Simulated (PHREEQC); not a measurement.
0.061 g of hydrous ferric oxide (600 m²/g; 0.2 weak and 0.005 strong sites per Fe, Dzombak-Morel constants, diffuse double layer) in 1 kg of water with 0.05 mol/kgw of an inert sodium salt and 5.2e-06 mol/kgw Ag2SO4, 5.6e-05 mol/kgw NiCl2 and 4.3e-07 mol/kgw NaF, at 25 °C; the pH is set by adding NaOH or the inert anion's acid. Oxygen alone is held at its pressure in air (log pO2 = -0.68). CO2 from the air is kept out. Precipitation was switched off in this run.

Computed with PHREEQC (ion-association model, wateq4f.dat).

```tsv
pH	S sorbed (%)	Ag sorbed (%)	Ni sorbed (%)
4	97.4	0.0	0.0
4.38	95.7	0.0	0.0
4.75	92.0	0.1	0.0
5.12	83.8	0.3	0.2
5.5	67.6	0.7	0.7
5.88	44.3	1.5	2.2
6.25	22.6	1.8	4.7
6.62	8.9	1.5	8.3
7	3.1	1.3	16.9
7.38	1.2	1.6	34.8
7.75	0.6	2.4	56.3
8.12	0.2	3.9	75.0
8.5	0.1	6.4	88.3
8.88	0.0	11.0	95.5
9.25	0.0	18.6	98.4
9.62	0.0	30.1	99.2
10	0.0	44.5	99.3
```

Along this series the solution becomes supersaturated in solids that the run did not let form, among them Ni(OH)2, Cerargyrite. Complexes and solids missing from the database can't appear.
